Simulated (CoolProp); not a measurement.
CH3F (R41) along the isotherm 234.5 K: density (kg/m³) from the reference equation and from simpler models built on Tc = 317.3 K, pc = 59.06 bar, ω = 0.200; each cubic takes its own stable root.

Model: reference Helmholtz-energy equation of state, Lemmon 2006, in CoolProp. It is a short technical equation, of lower accuracy than the large ones.

| p (bar) | phase | reference |
|---|---|---|
| 1.97 | gas | 3.577 |
| 3.94 | gas | 7.477 |
| 5.91 | gas | 11.80 |
| 7.87 | liquid | 791.4 |
| 9.84 | liquid | 791.9 |
| 11.8 | liquid | 792.4 |
| 13.8 | liquid | 792.9 |
| 15.7 | liquid | 793.3 |
| 17.7 | liquid | 793.8 |
| 19.7 | liquid | 794.3 |
| 21.7 | liquid | 794.8 |
| 23.6 | liquid | 795.2 |
| 25.6 | liquid | 795.7 |
| 27.6 | liquid | 796.2 |
| 29.5 | liquid | 796.6 |

Task: How far does each simpler model (van der Waals, Redlich-Kwong, Peng-Robinson) lie from the reference over these 15 states: mean and median of the absolute difference, and the worst?

Result: 
- van der Waals: mean 51.8 %, median 46.9 %, worst -98.1 % at 234.5 K and 7.87 bar
- Redlich-Kwong: mean 24.4 %, median 23.6 %, worst -98.0 % at 234.5 K and 7.87 bar
- Peng-Robinson: mean 8.9 %, median 10.6 %, worst -10.7 % at 234.5 K and 7.87 bar

At some of these states van der Waals, Redlich-Kwong gives the other phase, because its saturation line lies elsewhere.
